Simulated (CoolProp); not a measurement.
Model: reference Helmholtz-energy equation of state, Lemmon 2006, in CoolProp. It is a short technical equation, of lower accuracy than the large ones.

Task: Give the vapour pressure (bar), liquid density (kg/m³), vapour density (kg/m³), enthalpy of vaporisation (kJ/kg) of saturated nitrous oxide at 209.5 K.

Result: 
```tsv
T (K)	p (bar)	liquid density (kg/m³)	vapour density (kg/m³)	enthalpy of vaporisation (kJ/kg)
209.5	3.66	1150	9.89	344
```
